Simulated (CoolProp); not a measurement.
R227EA at several states: fugacity coefficient from the reference equation and from simpler models built on Tc = 374.9 K, pc = 29.25 bar, ω = 0.358; each cubic takes its own stable root.

Values from CoolProp's reference Helmholtz-energy equation of state, Lemmon 2016.

```json
[
 {"T (K)": "437.2", "p (bar)": "55.1", "phase": "supercritical", "reference": "0.6731", "van der Waals": "?", "Redlich-Kwong": "0.6397", "Peng-Robinson": "0.6554"},
 {"T (K)": "239.8", "p (bar)": "2.67", "phase": "liquid", "reference": "0.1682", "van der Waals": "0.9237", "Redlich-Kwong": "0.4105", "Peng-Robinson": "0.1704"},
 {"T (K)": "403.8", "p (bar)": "121", "phase": "supercritical", "reference": "?", "van der Waals": "0.3882", "Redlich-Kwong": "0.3574", "Peng-Robinson": "0.3537"},
 {"T (K)": "402.7", "p (bar)": "158", "phase": "supercritical", "reference": "0.3211", "van der Waals": "0.3699", "Redlich-Kwong": "0.3255", "Peng-Robinson": "0.3171"},
 {"T (K)": "347.3", "p (bar)": "9.76", "phase": "gas", "reference": "0.8519", "van der Waals": "0.8815", "Redlich-Kwong": "0.8610", "Peng-Robinson": "?"}
]
```

Problem. Some entries are withheld; supply them.

Solution. 
- 437.2, van der Waals: 0.6323
- 403.8, reference: 0.3572
- 347.3, Peng-Robinson: 0.8430

At some of these states van der Waals gives the other phase, because its saturation line lies elsewhere.
